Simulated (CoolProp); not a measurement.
o-xylene at several states: Z from the reference equation and from simpler models built on Tc = 630.3 K, pc = 3737 kPa, ω = 0.312; each cubic takes its own stable root.

The numbers come from the reference Helmholtz-energy equation of state, Zhou 2012 in CoolProp.

```tsv
T (K)	p (kPa)	phase	reference
582.9	34.6	gas	0.9955
579.6	12100	liquid	0.4249
543.4	2400	liquid	0.08978
```

### Question
How far does each simpler model (van der Waals, Redlich-Kwong, Soave-Redlich-Kwong, Peng-Robinson) lie from the reference over these 3 states: mean and median of the absolute difference, and the worst?

### Answer
- van der Waals: mean 41.4 %, median 51.8 %, worst +72.4 % at 543.4 K and 2400 kPa
- Redlich-Kwong: mean 13.4 %, median 15.7 %, worst +24.4 % at 543.4 K and 2400 kPa
- Soave-Redlich-Kwong: mean 10.2 %, median 13.3 %, worst +17.2 % at 543.4 K and 2400 kPa
- Peng-Robinson: mean 1.5 %, median 1.1 %, worst +3.4 % at 543.4 K and 2400 kPa
